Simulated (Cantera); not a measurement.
Cantera run, input and output.

```python
import numpy as np
import cantera as ct

gas = ct.Solution("gri30.yaml")
gas.TPX = 2223, 37000, {'CH4': 0.05, 'H2': 1, 'H': 0.011}
inlet = ct.Reservoir(gas, clone=True)

reactor = ct.IdealGasConstPressureReactor(gas, energy="off", clone=False)
exhaust = ct.Reservoir(gas, clone=True)
tau = [3.4, 0.78, 0.18, 0.04, 0.009, 0.002, 0.00046, 0.0001][0]
for a, b in ((inlet, reactor), (reactor, exhaust)):
    ct.MassFlowController(a, b, mdot=lambda t: reactor.mass / tau)
net = ct.ReactorNet([reactor])
show = ['CH4', 'H2', 'H', 'C2H2', 'CH2']

rows = []
print(f"{'tau/s':>10s}{'T/K':>9s}" + "".join(f"{s:>11s}" for s in show))
for tau in [3.4, 0.78, 0.18, 0.04, 0.009, 0.002, 0.00046, 0.0001]:
    net.initial_time = 0.0
    net.advance(30 * tau)
    before = gas.X
    net.advance(40 * tau)
    drift = np.max(np.abs(gas.X - before) / (gas.X + 1e-9))
    rows.append([gas.T, *gas[show].X, drift])
    print(f"{tau:10.3e}{gas.T:9.1f}" + "".join(f"{x:11.3e}" for x in gas[show].X))
```

It prints:

```
     tau/s      T/K        CH4         H2          H       C2H2        CH2
 3.400e+00   2223.0  3.428e-04  9.669e-01  1.042e-02  2.227e-02  1.095e-06
 7.800e-01   2223.0  5.618e-04  9.668e-01  1.038e-02  2.214e-02  1.770e-06
 1.800e-01   2223.0  1.091e-03  9.665e-01  1.029e-02  2.184e-02  3.331e-06
 4.000e-02   2223.0  2.309e-03  9.660e-01  1.007e-02  2.114e-02  6.589e-06
 9.000e-03   2223.0  4.974e-03  9.647e-01  9.676e-03  1.963e-02  1.249e-05
 2.000e-03   2223.0  1.066e-02  9.619e-01  9.076e-03  1.642e-02  2.168e-05
 4.600e-04   2223.0  2.050e-02  9.566e-01  8.369e-03  1.090e-02  3.187e-05
 1.000e-04   2223.0  3.248e-02  9.504e-01  7.565e-03  4.328e-03  3.772e-05
```

Model: GRI-Mech 3.0 (53 species, 325 reactions), integrated in Cantera. GRI-Mech 3.0 stops at C3 and has no aromatics, soot or wall deposition, so with more carbon than oxygen in the feed, carbon stays in small species such as C2H2 where larger ones or solid carbon would form.
